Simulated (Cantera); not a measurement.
Charge: 1 mol CH3SiH3, 0.66 mol C2H2, 20 mol H2, at 925 K and 6.00 mbar.

Method: chemical equilibrium by Gibbs-energy minimisation in Cantera with the NASA 1993 tables (ideal gas, pure condensed phases). Candidate condensed phases: C, C6H6, C7H8, C8H18, Si, SiC; 87 gas species. The feed counts by its element totals alone. The numbers say what is thermodynamically allowed, not how fast it happens.

Base state: H2 0.999, CH4 0.00136 (mole fractions); condensed: C(graphite) + SiC(s).

Problem. What changes in the equilibrium state with this change: CH3SiH3 replaced by (CH3)2SiCl2?

Solution. 
```
species            before     after
----------------  -------  --------
H2                  0.999     0.925
HCl                     0    0.0710
SiCl4                   0   0.00250
SiHCl3                  0  0.000118
CH4               0.00136   0.00117
C(graphite), mol     1.29      2.36
SiC(s), mol          1.00     0.935
```

Problem. What changes in the equilibrium state with this change: temperature from 925 K to 1725 K?

Solution. 
| species | before | after |
|---|---|---|
| H2 | 0.999 | 0.998 |
| H | 3.36e-9 | 0.00239 |
| C2H2 (acetylene) | <1e-9 | 9.19e-5 |
| CH4 | 0.00136 | 5.96e-6 |
| C(graphite), mol | 1.29 | 1.32 |
| SiC(s), mol | 1.00 | 1.000 |

Problem. What changes in the equilibrium state with this change: temperature from 925 K to 900 K?

Solution. 
```tsv
species	before	after
H2	0.999	0.998
CH4	0.00136	0.00187
C(graphite), mol	1.29	1.28
SiC(s), mol	1.00	1.00
```
